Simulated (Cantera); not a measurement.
**Si2Cl6 + HCl + N2 (silicon epitaxy and polysilicon growth)**

Input: 1 mol Si2Cl6, 0.26 mol HCl, 22 mol N2, held at 7.50 Torr.

These are equilibrium values from Cantera (NASA tables, ideal gas, pure condensed phases), not measurements of a reactor. Candidate condensed phases: NH4Cl, Si, Si3N4; 28 gas species. The feed counts by its element totals alone. N2 is the only nitrogen source here; it is nearly inert below about 1500 K, so the nitride shown seldom forms there in practice. The tables' values for SiCl3 are old estimates; treat these amounts as uncertain. Kinetics and transport are ignored.

| T (°C) | x N2 | x SiCl4 | x SiCl2 | x SiCl3 | x HCl | x Cl | x H2 | x SiHCl3 | n Si3N4(s) |
|---|---|---|---|---|---|---|---|---|---|
| 877 | 0.925 | 0.0631 | 0.000197 | 0.00107 | 0.0109 | 7.33e-7 | 9.54e-5 | 1.12e-5 | 0.163 |
| 927 | 0.924 | 0.0620 | 0.000661 | 0.00216 | 0.0109 | 1.97e-6 | 8.97e-5 | 1.39e-5 | 0.159 |
| 977 | 0.923 | 0.0598 | 0.00199 | 0.00408 | 0.0109 | 4.86e-6 | 8.55e-5 | 1.67e-5 | 0.150 |
| 1027 | 0.921 | 0.0556 | 0.00538 | 0.00710 | 0.0108 | 1.11e-5 | 8.30e-5 | 1.94e-5 | 0.131 |
| 1077 | 0.917 | 0.0481 | 0.0130 | 0.0112 | 0.0107 | 2.34e-5 | 8.32e-5 | 2.14e-5 | 0.0925 |
| 1127 | 0.909 | 0.0368 | 0.0276 | 0.0155 | 0.0106 | 4.51e-5 | 8.80e-5 | 2.17e-5 | 0.0243 |
| 1177 | 0.907 | 0.0327 | 0.0327 | 0.0171 | 0.0106 | 0.000116 | 4.96e-5 | 1.32e-5 | 0 |
| 1227 | 0.907 | 0.0320 | 0.0323 | 0.0181 | 0.0107 | 0.000318 | 2.26e-5 | 7.03e-6 | 0 |
x: gas mole fraction; n: condensed amount in mol.

From 877 °C to 1127 °C the condensed part is Si3N4(s). From 1177 °C to 1227 °C nothing is condensed. The main Si-bearing gas is SiCl4 at 877 °C and SiCl2 at 1227 °C.
